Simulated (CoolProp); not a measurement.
Properties of R123 along the isotherm 134.65 °C (Tc = 183.7 °C, pc = 3.662 MPa, ω = 0.282).

Values from CoolProp's reference Helmholtz-energy equation of state, Younglove 1994. It is a modified Benedict-Webb-Rubin equation, recast in Helmholtz form.

```csv
p (MPa),phase,density (kg/m³),Joule-Thomson coefficient (K/MPa),expansivity (1/kK),Prandtl number
0.0174,gas,0.7867,13.72,2.473,0.742
0.0262,gas,1.186,13.74,2.484,0.743
0.0395,gas,1.792,13.77,2.500,0.743
0.0596,gas,2.711,13.81,2.525,0.743
0.09,gas,4.112,13.88,2.563,0.743
0.136,gas,6.255,13.99,2.623,0.744
0.205,gas,9.526,14.16,2.718,0.745
0.309,gas,14.59,14.43,2.871,0.748
0.466,gas,22.57,14.88,3.131,0.753
0.703,gas,35.52,15.67,3.611,0.763
1.06,gas,57.69,17.24,4.648,0.792
2.41,liquid,1127,0.4722,4.081,3.30
3.64,liquid,1144,0.3423,3.619,3.29
5.49,liquid,1166,0.2073,3.151,3.30
```

Viscosity comes from a separate model (Tanaka 1996). Thermal conductivity comes from a separate model (Laesecke 1996).
